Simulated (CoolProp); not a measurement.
A single-stage vapour-compression cycle with R1233zd(E): evaporating at 248.15 K (dew point), condensing at 292.15 K (bubble point), superheat 8 K, subcooling 2 K, compressor efficiency 0.7, no pressure losses. Each further row changes one setting.

The numbers come from the reference Helmholtz-energy equation of state, Akasaka 2022 in CoolProp.

```tsv
case	cooling COP	pressure ratio	discharge temperature (K)	refrigerating effect (kJ/kg)	volumetric capacity (kJ/m³)
as stated	3.44	7.37	323.9	172	151
evaporating temperature 253.15 K	4.03	…	…	…	198
condensing temperature 287.15 K	…	…	317.3	178	156
subcooling 7 K	…	7.37	323.9	178	156
superheat 18 K	…	7.37	…	179	151
compressor efficiency 0.6	2.95	7.37	333.7	172	151
```

Task: Fill in the missing entries.

Result: 
- evaporating temperature 253.15 K, pressure ratio: 5.63
- evaporating temperature 253.15 K, discharge temperature (K): 320.1
- evaporating temperature 253.15 K, refrigerating effect (kJ/kg): 175
- condensing temperature 287.15 K, cooling COP: 3.96
- condensing temperature 287.15 K, pressure ratio: 6.09
- subcooling 7 K, cooling COP: 3.56
- superheat 18 K, cooling COP: 3.45
- superheat 18 K, discharge temperature (K): 334.5
